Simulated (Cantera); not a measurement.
**Silicon epitaxy and polysilicon growth: SiCl4 + Cl2 + H2**

Charge: 1 mol SiCl4, 0.27 mol Cl2, 42 mol H2, held at 0.0100 bar.

Cantera equilibrium calculation (NASA polynomials, part measured and part estimated; ideal gas, pure solids and liquids). Candidate condensed phases: Si; 19 gas species. The tables' values for SiCl3 are old estimates; treat these amounts as uncertain. Rates play no part.

From 1150 K to 1500 K the condensed part is Si(s). The main Si-bearing gas is SiCl2 throughout. The share of Si in condensed phases is highest at 1250 K (30.8 %) and lowest at 1500 K (25.5 %).

| T (K) | x H2 | x HCl | x SiCl2 | x SiCl4 | x SiHCl3 | x SiCl3 | n Si(s) |
|---|---|---|---|---|---|---|---|
| 1150 | 0.929 | 0.0544 | 0.00701 | 0.00577 | 0.00200 | 0.00192 | 0.263 |
| 1200 | 0.922 | 0.0622 | 0.00992 | 0.00296 | 0.00119 | 0.00183 | 0.297 |
| 1250 | 0.918 | 0.0668 | 0.0122 | 0.00129 | 0.000631 | 0.00149 | 0.308 |
| 1300 | 0.915 | 0.0688 | 0.0138 | 0.000520 | 0.000315 | 0.00110 | 0.304 |
| 1350 | 0.915 | 0.0694 | 0.0148 | 0.000208 | 0.000157 | 0.000785 | 0.294 |
| 1400 | 0.914 | 0.0693 | 0.0155 | 8.55e-5 | 7.99e-5 | 0.000559 | 0.281 |
| 1450 | 0.914 | 0.0690 | 0.0160 | 3.69e-5 | 4.21e-5 | 0.000402 | 0.268 |
| 1500 | 0.914 | 0.0685 | 0.0165 | 1.67e-5 | 2.31e-5 | 0.000294 | 0.255 |
x: gas mole fraction; n: condensed amount in mol.
